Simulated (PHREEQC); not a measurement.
Solution (65 °C): 0.0025 mol/kgw K2SiO3, 0.001 mol/kgw NaHF2 and 0.0065 mol/kgw NaHS. It is in equilibrium with CO2 at log p = 0 (atm). Otherwise closed; pH follows from the charge balance.

The numbers come from PHREEQC with the ion-association model, wateq4f.dat.

Each row changes one thing in this solution. This is a speciation only: nothing precipitates in the calculation.

| case | pH | ionic strength (mol/kgw) | CO2 (mol/kgw) | HCO3- (mol/kgw) | NaHCO3 (mol/kgw) | NaF (mol/kgw) | SI of SiO2(a) (SiO2) |
|---|---|---|---|---|---|---|---|
| as made | 6.02 | 0.0125 | 0.0152 | 0.00897 | 2.96e-5 | 6.65e-6 | -0.18 |
| temperature from 65 to 20 °C | 5.75 | 0.0125 | 0.0391 | 0.0101 | 3.39e-5 | 6.79e-6 | (withheld) |
| NaHS from 0.0065 to 0.00585 mol/kgw | (withheld) | 0.0118 | 0.0152 | 0.00853 | 2.58e-5 | 6.11e-6 | -0.18 |
| NaHF2 from 0.001 to 0.005 mol/kgw | (withheld) | 0.0164 | 0.0152 | 0.00551 | 2.70e-5 | 4.91e-5 | -0.18 |
| NaHS left out | (withheld) | 0.00600 | 0.0152 | 0.00401 | 1.89e-6 | 9.52e-7 | -0.18 |

Q: Fill in the missing entries.

A: 
- temperature from 65 to 20 °C, SI of SiO2(a) (SiO2): +0.15
- NaHS from 0.0065 to 0.00585 mol/kgw, pH: 6.00
- NaHF2 from 0.001 to 0.005 mol/kgw, pH: 5.80
- NaHS left out, pH: 5.68

Species that the database lacks are ignored. Some of these states are supersaturated (in Quartz (slow to form), Chalcedony (slow to form), SiO2(a), for instance). Away from 25 °C the constants follow the database's enthalpies or fits; those with neither stay at their 25 °C values. SiF6-2 is the database's only silicon fluoride. The polysulfide entries of wateq4f.dat were taken out for this run.
